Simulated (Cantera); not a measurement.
An adiabatic, constant-pressure homogeneous reactor starts with CH₄ : H₂ : O₂ : N₂ : H₂O = 1 : 0.15 : 0.865 : 3.25 : 0.17 (molar parts), equivalence ratio 2.4, at 1300 K and 54000 Pa.

Cantera simulation using GRI-Mech 3.0 (53 species, 325 reactions); the numbers are that mechanism's predictions, not measurements.

x: mole fraction; the columns are a selection and need not sum to one.

```
t (s)     T (K)     x CH₄    x H₂     x O₂     x HO₂    x H₂O₂    x C₂H₂
--------  -----  --------  ------  -------  --------  --------  --------
2.00e-6    1300     0.184  0.0276    0.159   1.02e-8  1.82e-11    <1e-12
4.80e-6    1300     0.184  0.0276    0.159   2.43e-8  1.04e-10    <1e-12
1.15e-5    1300     0.184  0.0276    0.159   5.80e-8  5.76e-10    <1e-12
2.76e-5    1300     0.184  0.0276    0.159   1.37e-7   3.07e-9    <1e-12
6.62e-5    1300     0.184  0.0276    0.159       ___       ___    <1e-12
0.000159   1300     0.184  0.0276    0.159   7.02e-7   5.75e-8    <1e-12
0.000381   1300     0.184  0.0276    0.159       ___       ___    <1e-12
0.000913   1300     0.184  0.0276    0.159   1.74e-6   2.34e-7  2.96e-11
0.00219    1303     0.183  0.0275    0.159   3.59e-6   4.86e-7   9.69e-9
0.00525    1316     0.180  0.0273    0.157   1.11e-5   1.69e-6   4.01e-7
0.0126     2172   0.00249   0.190  5.25e-7  3.92e-10  2.63e-10    0.0132
0.0302     2142   1.28e-5   0.229  2.87e-7  1.79e-10  1.31e-10   1.47e-5
0.0725     2141  9.12e-11   0.229  3.26e-7  2.01e-10  1.47e-10    <1e-12
0.174      2141  7.42e-11   0.229  3.27e-7  2.02e-10  1.48e-10    <1e-12
0.417      2142  7.09e-11   0.229  3.28e-7  2.02e-10  1.48e-10    <1e-12
1.00       2142  7.02e-11   0.229  3.28e-7  2.02e-10  1.48e-10    <1e-12
```

**Question.** Complete the blanks.

**Answer.** 
- 6.62e-5, x HO₂: 3.18e-7
- 6.62e-5, x H₂O₂: 1.47e-8
- 0.000381, x HO₂: 1.36e-6
- 0.000381, x H₂O₂: 1.57e-7
